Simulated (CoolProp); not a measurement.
R407C at 456.46 K and 0.125 MPa is throttled through a valve to 0.0386 MPa with no heat exchange. Each further row changes one setting.

The numbers come from the reference Helmholtz-energy equation of state, Lemmon 2003 in CoolProp. It is a pseudo-pure fit of the blend.

| case | temperature change (K) | final density (kg/m³) |
|---|---|---|
| as stated | ? | ? |
| outlet pressure 0.0116 MPa | ? | ? |
| outlet pressure 0.0502 MPa | ? | ? |

Task: What belongs in the gaps?

Result: 
- as stated, temperature change (K): -0.5
- as stated, final density (kg/m³): 0.879
- outlet pressure 0.0116 MPa, temperature change (K): -0.6
- outlet pressure 0.0116 MPa, final density (kg/m³): 0.264
- outlet pressure 0.0502 MPa, temperature change (K): -0.4
- outlet pressure 0.0502 MPa, final density (kg/m³): 1.14
